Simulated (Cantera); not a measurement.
An isothermal, constant-pressure homogeneous reactor starts with H2 : O2 : N2 = 1.5 : 1 : 4.5 (molar parts), equivalence ratio 0.75, at 1125 K and 100000 Pa.

Computed with Cantera and GRI-Mech 3.0 (53 species, 325 reactions). The temperature is held fixed by assumption; the heat of reaction is taken as removed at once.

x: mole fraction; the columns are a selection and need not sum to one.

```json
[
 {"t (s)": "0.000100", "x H2": "0.0545", "x O2": "0.0680", "x H2O2": "[?]", "x H": "0.0215", "x NO": "1.78e-6"},
 {"t (s)": "0.000242", "x H2": "0.00511", "x O2": "0.0423", "x H2O2": "[?]", "x H": "0.000243", "x NO": "2.66e-6"},
 {"t (s)": "0.000588", "x H2": "0.00208", "x O2": "0.0409", "x H2O2": "[?]", "x H": "2.00e-5", "x NO": "2.59e-6"},
 {"t (s)": "0.00143", "x H2": "0.00119", "x O2": "0.0405", "x H2O2": "[?]", "x H": "3.25e-6", "x NO": "2.36e-6"},
 {"t (s)": "0.00346", "x H2": "0.000736", "x O2": "0.0403", "x H2O2": "[?]", "x H": "9.77e-7", "x NO": "2.04e-6"},
 {"t (s)": "0.00838", "x H2": "0.000382", "x O2": "0.0402", "x H2O2": "[?]", "x H": "3.10e-7", "x NO": "1.70e-6"},
 {"t (s)": "0.0203", "x H2": "0.000155", "x O2": "0.0401", "x H2O2": "[?]", "x H": "7.21e-8", "x NO": "1.33e-6"},
 {"t (s)": "0.0492", "x H2": "4.78e-5", "x O2": "0.0400", "x H2O2": "[?]", "x H": "1.27e-8", "x NO": "1.07e-6"},
 {"t (s)": "0.119", "x H2": "9.16e-6", "x O2": "0.0400", "x H2O2": "[?]", "x H": "1.60e-9", "x NO": "1.15e-6"},
 {"t (s)": "0.289", "x H2": "7.32e-7", "x O2": "0.0400", "x H2O2": "4.93e-10", "x H": "9.32e-11", "x NO": "1.72e-6"},
 {"t (s)": "0.702", "x H2": "2.72e-8", "x O2": "0.0400", "x H2O2": "1.90e-10", "x H": "6.25e-12", "x NO": "2.31e-6"},
 {"t (s)": "1.70", "x H2": "4.09e-9", "x O2": "0.0400", "x H2O2": "3.06e-10", "x H": "2.34e-12", "x NO": "2.62e-6"},
 {"t (s)": "4.12", "x H2": "2.92e-9", "x O2": "0.0400", "x H2O2": "5.53e-10", "x H": "2.40e-12", "x NO": "2.66e-6"},
 {"t (s)": "10.0", "x H2": "2.91e-9", "x O2": "0.0400", "x H2O2": "5.67e-10", "x H": "2.42e-12", "x NO": "2.66e-6"}
]
```

Problem. What belongs in the gaps?

Solution. 
- 0.000100, x H2O2: 1.14e-5
- 0.000242, x H2O2: 7.53e-6
- 0.000588, x H2O2: 5.08e-6
- 0.00143, x H2O2: 4.13e-6
- 0.00346, x H2O2: 2.37e-6
- 0.00838, x H2O2: 9.31e-7
- 0.0203, x H2O2: 2.24e-7
- 0.0492, x H2O2: 3.32e-8
- 0.119, x H2O2: 3.44e-9
